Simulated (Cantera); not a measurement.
Ignition delay

Mixture: 12.0 % CH4, 18.5 % O2, 69.5 % N2, equivalence ratio 1.3, at 1.01 bar, adiabatic and at constant volume. Ignition delay is the time to a rise of 400 K.

Computed with Cantera and GRI-Mech 3.0 (53 species, 325 reactions).

| T0 (K) | delay (ms) |
|---|---|
| 1298 | 12.9 |
| 1373 | 5.03 |
| 1448 | 2.11 |
| 1523 | 0.960 |
| 1598 | 0.476 |
| 1673 | 0.256 |

```json
{
 "apparent activation energy between 1523 and 1673 K": "190 kJ/mol"
}
```
